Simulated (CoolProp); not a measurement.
Model: reference Helmholtz-energy equation of state, Smukala 2000, in CoolProp.

Problem. For ethylene, give the phase and the Z, cp (kJ/(kg K)), fugacity coefficient at 289.7 K and 16800 kPa; 289.7 K and 25200 kPa.

Solution. 
- 289.7 K and 16800 kPa: supercritical; Z 0.485, cp 2.90, fugacity coefficient 0.320
- 289.7 K and 25200 kPa: supercritical; Z 0.678, cp 2.62, fugacity coefficient 0.270
